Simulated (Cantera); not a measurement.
A jet of 9.00 % CH4, 6.32 % O2, 84.7 % N2 at 300 K and 0.0434 atm hits a platinum plate 3.6 cm away at a mass flux of 0.1 kg/m²/s; the plate temperature is set and raised in steps from an oxygen-covered start.

Cantera simulation using Deutschmann's 1995 Pt surface mechanism with GRI-Mech 3.0 gas chemistry; the numbers are that mechanism's predictions, not measurements. Catalytic surfaces can have several steady states; this one follows from the mechanism file's or the stated starting coverage.

x: mole fraction at the wall; θ: surface coverage.

| plate T (K) | wall x CH4 | wall x O2 | wall x H2O | wall x OH | wall x CO | wall x CO2 | θ free Pt | θ H* | θ CO* | θ C* |
|---|---|---|---|---|---|---|---|---|---|---|
| 850 | 0.0605 | 0.0185 | 0.0506 | <1e-8 | 0.0308 | 2.11e-5 | 0.318 | ___ | 0.129 | 0.553 |
| 900 | 0.0563 | 0.0167 | 0.0497 | <1e-8 | 0.0351 | 1.60e-5 | 0.352 | ___ | 0.0652 | 0.581 |
| 950 | 0.0492 | 0.0138 | 0.0480 | <1e-8 | 0.0424 | 1.84e-5 | 0.412 | ___ | 0.0432 | 0.544 |
| 1000 | 0.0392 | 0.0103 | 0.0446 | <1e-8 | 0.0525 | 2.93e-5 | 0.507 | ___ | 0.0356 | 0.456 |
| 1050 | 0.0273 | 0.00683 | 0.0394 | <1e-8 | 0.0646 | 6.84e-5 | 0.660 | 0.00211 | 0.0353 | 0.303 |
| 1100 | 0.0188 | 0.00470 | 0.0350 | <1e-8 | 0.0730 | 0.000196 | 0.830 | 0.00220 | 0.0321 | 0.135 |
| 1150 | 0.0158 | 0.00403 | 0.0331 | <1e-8 | 0.0759 | 0.000450 | 0.924 | 0.00203 | 0.0222 | 0.0518 |

Q: Fill in the missing entries.

A: 
- 850, θ H*: 0.000849
- 900, θ H*: 0.00123
- 950, θ H*: 0.00154
- 1000, θ H*: 0.00183
